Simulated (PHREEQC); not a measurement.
Dissolve 4.1 mmol/kgw NaHSO4, 85 mmol/kgw Na2HPO4 and 5.2 mmol/kgw KCl at 25 °C. Closed to the air; pH follows from the charge balance.

Equilibrium calculation in PHREEQC: ion-association model, phreeqc.dat.

This is a speciation only: nothing precipitates in the calculation.

What pH, ionic strength does the model give?

pH 8.04; ionic strength 0.249 mol/kgw.

In which forms is S present?

SO4-2 81 %, NaSO4- 18 %, KSO4- 0.7 % of the S.
